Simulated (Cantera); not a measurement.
A closed system holds: 1 mol Si₃N₄, 110 mol H₂, held at 0.000670 bar.

Method: chemical equilibrium by Gibbs-energy minimisation in Cantera with the NASA 1993 tables (ideal gas, pure condensed phases). Candidate condensed phases: Si, Si₃N₄; 18 gas species. Mutual solubility and eutectic melting of coexisting phases are not modelled. Rates play no part.

**Question.** At 1375 K, list the 3 most abundant gas species with their mole fractions, and the condensed phases.

**Answer.** H₂ 0.995, N₂ 0.00481, H 0.000132. Condensed: Si(s) + Si₃N₄(s).
